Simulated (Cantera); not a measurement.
Input: 1 mol SO₂, 0.12 mol H₂, 6.4 mol N₂, equilibrated at 1302 °C and 100 Torr.

Cantera equilibrium calculation (NASA polynomials, part measured and part estimated; ideal gas, pure solids and liquids). Rates play no part.

```csv
species,before,after
N₂,0.854,0.854
SO₂,0.125,0.125
H₂O,0.0149,0.0153
SO,0.00189,0.000724
S,1.42e-5,2.57e-6
SH,3.79e-5,1.70e-5
H₂,0.000998,0.000597
H₂S,5.22e-5,6.93e-5
S₂O,0.000138,0.000156
S₂,0.00311,0.00349
```
Gas species are given as mole fractions.

**Question.** Which change was made?
(A) temperature from 1302 °C to 1552 °C
(B) temperature from 1302 °C to 2450 °C
(C) H₂ from 0.12 to 4.4 mol
(D) temperature from 1302 °C to 1150 °C

**Answer.** D, temperature from 1302 °C to 1150 °C
